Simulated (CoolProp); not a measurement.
Saturated liquid density (kg/m³) of carbonyl sulfide: the reference equation beside estimates from Tc = 105.6 °C, pc = 63.69 bar, ω = 0.098. Rackett uses Z = 0.29056 − 0.08775 ω.

Computed with CoolProp (reference Helmholtz-energy equation of state, Lemmon 2006). It is a short technical equation, of lower accuracy than the large ones.

```tsv
T (°C)	reference	Rackett	van der Waals	Redlich-Kwong	Soave-Redlich-Kwong	Peng-Robinson
-23.85	1116	1094	717.8	1048	1055	1194
-18.85	1104	1082	710.3	1035	1043	1180
-13.75	1092	1071	702.5	1021	1030	1166
-8.75	1080	1059	694.6	1007	1016	1151
-3.75	1068	1047	686.6	993.1	1003	1136
1.35	1055	1034	678.1	978.1	988.2	1120
6.35	1042	1022	669.7	962.9	973.6	1103
11.45	1028	1009	660.7	947.0	958.1	1086
16.45	1015	995.4	651.7	930.8	942.4	1069
21.45	1001	981.9	642.5	914.2	926.2	1050
26.55	985.8	967.7	632.7	896.6	908.9	1031
31.55	970.8	953.3	622.8	878.7	891.4	1011
36.65	954.9	938.1	612.3	859.8	872.7	989.8
```

Absolute difference from the reference over all 13 rows, mean and median: Rackett 1.9 and 1.9 %, van der Waals 35.7 and 35.7 %, Redlich-Kwong 7.8 and 7.6 %, Soave-Redlich-Kwong 6.7 and 6.6 %, Peng-Robinson 5.7 and 5.9 %.
